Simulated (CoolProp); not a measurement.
Values from CoolProp's reference Helmholtz-energy equation of state, Lemmon 2006. It is a short technical equation, of lower accuracy than the large ones.

Question: For carbonyl sulfide, give the phase and the density (kg/m³), cv (kJ/(kg K)), speed of sound (m/s), Joule-Thomson coefficient (K/MPa) at 127.15 °C and 2.94 MPa.

Answer: 
- 127.15 °C and 2.94 MPa: gas; density 62.0, cv 0.661, speed of sound 236, Joule-Thomson coefficient 10.9
